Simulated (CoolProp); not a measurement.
Values from CoolProp's reference Helmholtz-energy equation of state, Schmidt 1985. Above 300 K oxygen's equation is extrapolated.

Question: For oxygen, give the phase and the cp (kJ/(kg K)) at 367.2 K and 0.399 bar; 367.2 K and 4.7 bar; 367.2 K and 10.7 bar.

Answer: 
- 367.2 K and 0.399 bar: gas; cp 0.932
- 367.2 K and 4.7 bar: gas; cp 0.937
- 367.2 K and 10.7 bar: gas; cp 0.942
